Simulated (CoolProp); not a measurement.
Properties of hexamethyldisiloxane (MM) along the isobar 17 bar (Tc = 245.6 °C, pc = 19.31 bar, ω = 0.418).

The numbers come from the reference Helmholtz-energy equation of state, Thol 2016 in CoolProp.

```
T (°C)   phase  density (kg/m³)  cv (kJ/(kg K))  speed of sound (m/s)  Joule-Thomson coefficient (K/MPa)
------  ------  ---------------  --------------  --------------------  ---------------------------------
123.45  liquid            652.1           1.789                 567.1                            -0.1684
127.45  liquid            647.0           1.799                 554.2                            -0.1516
131.45  liquid            641.9           1.810                 541.3                            -0.1338
135.55  liquid            636.6           1.820                 528.1                            -0.1143
139.55  liquid            631.3           1.830                 515.2                           -0.09399
143.65  liquid            625.8           1.840                 501.9                           -0.07166
147.65  liquid            620.4           1.850                 488.8                           -0.04824
151.75  liquid            614.7           1.860                 475.4                           -0.02233
155.75  liquid            609.0           1.870                 462.2                           0.005029
159.85  liquid            603.1           1.880                 448.6                            0.03552
163.85  liquid            597.2           1.890                 435.2                            0.06799
167.95  liquid            591.0           1.901                 421.4                             0.1045
171.95  liquid            584.8           1.911                 407.7                             0.1438
176.05  liquid            578.2           1.921                 393.6                             0.1884
180.05  liquid            571.7           1.931                 379.7                             0.2370
184.15  liquid            564.7           1.941                 365.2                             0.2930
```
